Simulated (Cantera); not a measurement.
Charge: 1 mol Fe(CO)₅, 9.6 mol H₂, 0.34 mol N₂, held at 0.580 bar.

Method: chemical equilibrium by Gibbs-energy minimisation in Cantera with the NASA 1993 tables (ideal gas, pure condensed phases). Candidate condensed phases: C, C₆H₆, C₇H₈, C₈H₁₈, Fe, Fe(CO)₅, FeO, Fe(OH)₂, Fe(OH)₃, Fe₂O₃, Fe₃O₄, H₂O; 140 gas species. The tables' stoichiometric FeO is somewhat more stable than real wüstite, so its field is too wide. FeO: taken at fixed stoichiometry. Condensed phases not in the tables: cementite and carbon dissolved in iron. Kinetics and transport are ignored.

log p: log10 of the partial pressure in bar; n: condensed amount in mol.

```tsv
T (K)	log p H₂	log p CO	log p H₂O	log p CH₄	log p CO₂	log p N₂	log p HCN	n C(graphite)	n FeO(s)	n Fe(α)	n Fe(γ)
900	-0.45	-1.12	-1.19	-1.42	-1.49	-1.76	-7.17	2.14	1.00	0	0
950	-0.46	-0.89	-1.38	-1.69	-1.56	-1.82	-6.79	1.08	0	1.00	0
1000	-0.45	-0.80	-1.65	-1.91	-1.84	-1.84	-6.43	0.586	0	1.00	0
1050	-0.44	-0.75	-1.93	-2.12	-2.17	-1.86	-6.10	0.269	0	1.00	0
1100	-0.44	-0.73	[?]	[?]	[?]	-1.87	[?]	[?]	0	1.00	0
1150	-0.43	-0.72	-2.48	-2.50	-2.84	-1.87	-5.53	0.0394	0	1.00	0
1200	-0.43	-0.72	[?]	[?]	[?]	-1.88	[?]	[?]	0	0	1.00
1250	-0.43	-0.71	-2.96	-2.83	-3.43	-1.88	-5.06	0	0	0	1.00
1300	-0.43	-0.71	-3.13	-3.02	-3.66	-1.88	-4.89	0	0	0	1.00
1350	-0.43	-0.71	-3.29	-3.20	-3.86	-1.88	-4.74	0	0	0	1.00
1400	-0.43	-0.71	-3.43	-3.36	-4.05	-1.88	-4.60	0	0	0	1.00
1450	-0.43	-0.71	-3.56	-3.52	-4.22	-1.88	-4.47	0	0	0	1.000
```

Question: Complete the blanks.

Answer: 
- 1100, log p H₂O: -2.21
- 1100, log p CH₄: -2.32
- 1100, log p CO₂: -2.51
- 1100, log p HCN: -5.81
- 1100, n C(graphite): 0.110
- 1200, log p H₂O: -2.73
- 1200, log p CH₄: -2.67
- 1200, log p CO₂: -3.15
- 1200, log p HCN: -5.28
- 1200, n C(graphite): 0.00977
